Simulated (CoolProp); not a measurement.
Hydrogen chloride along the isotherm 276.6 K: density (kg/m³) from the reference equation and from simpler models built on Tc = 324.7 K, pc = 83.14 bar, ω = 0.130; each cubic takes its own stable root.

The numbers come from the reference Helmholtz-energy equation of state, Thol 2018 in CoolProp.

| p (bar) | phase | reference |
|---|---|---|
| 83.1 | liquid | 941.8 |
| 166 | liquid | 973.7 |
| 249 | liquid | 998.9 |
| 333 | liquid | 1020 |
| 416 | liquid | 1038 |
| 499 | liquid | 1055 |
| 582 | liquid | 1069 |
| 665 | liquid | 1083 |
| 748 | liquid | 1095 |
| 831 | liquid | 1107 |

How far does each simpler model (van der Waals, Redlich-Kwong, Soave-Redlich-Kwong, Peng-Robinson) lie from the reference over these 10 states: mean and median of the absolute difference, and the worst?


- van der Waals: mean 36.0 %, median 35.3 %, worst -39.3 % at 276.6 K and 83.1 bar
- Redlich-Kwong: mean 13.3 %, median 12.7 %, worst -16.7 % at 276.6 K and 83.1 bar
- Soave-Redlich-Kwong: mean 12.5 %, median 12.1 %, worst -15.0 % at 276.6 K and 83.1 bar
- Peng-Robinson: mean 1.9 %, median 1.5 %, worst -4.0 % at 276.6 K and 83.1 bar
